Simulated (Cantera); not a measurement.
# Thermodynamics of aluminium nitride and oxide growth, feed Al + NH₃ + N₂

Feed: 1 mol Al, 0.31 mol NH₃, 140 mol N₂, equilibrated at 600 K and 0.390 bar.

Method: chemical equilibrium by Gibbs-energy minimisation in Cantera with the NASA 1993 tables (ideal gas, pure condensed phases). Candidate condensed phases: Al, AlN; 13 gas species. Kinetics and transport are ignored.

```yaml
x(N₂): 0.997
x(H₂): 0.00331
x(NH₃): 3.09e-6
n(AlN(s)): 1.00 mol
gas_amount: 140.1 mol
log10 activity of Al(s) (absent): -22.00
```
